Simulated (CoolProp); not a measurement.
Saturation properties of acetone (Tc = 508.1 K, pc = 46.92 bar, ω = 0.307).

Computed with CoolProp (reference Helmholtz-energy equation of state, Lemmon 2006). It is a short technical equation, of lower accuracy than the large ones.

| T (K) | p (bar) | vapour density (kg/m³) | enthalpy of vaporisation (kJ/kg) | liquid cp (kJ/(kg K)) |
|---|---|---|---|---|
| 298.1 | 0.3066 | 0.7372 | 534.2 | 2.143 |
| 310.1 | 0.5026 | 1.172 | 521.9 | 2.174 |
| 322 | 0.7864 | 1.786 | 509.3 | 2.207 |
| 334 | 1.190 | 2.639 | 496.1 | 2.244 |
| 345.9 | 1.736 | 3.778 | 482.5 | 2.284 |
| 357.9 | 2.469 | 5.289 | 468.1 | 2.328 |
| 369.8 | 3.413 | 7.229 | 453.1 | 2.375 |
| 381.8 | 4.624 | 9.726 | 437.1 | 2.428 |

It boils at 329.2 K under 1 atm.
